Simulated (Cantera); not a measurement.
Mixture: CH4 : O2 : N2 = 1 : 3.51 : 15.8 (molar parts), equivalence ratio 0.57, at 9.87 atm, adiabatic and at constant pressure. Ignition delay is the time to a rise of 400 K.

Cantera simulation using GRI-Mech 3.0 (53 species, 325 reactions); the numbers are that mechanism's predictions, not measurements.

### Question
What does this change do: CH4 1 to 0.7 parts?

### Answer
| quantity | before | after |
|---|---|---|
| delay at 1323 K | 1.05 ms | 0.916 ms |
| delay at 1523 K | 0.145 ms | 0.131 ms |
| delay at 1723 K | 28.8 µs | 27.9 µs |
| delay at 1923 K | 8.18 µs | 8.86 µs |
| apparent activation energy between 1823 and 2023 K | 170 kJ/mol | 140 kJ/mol |
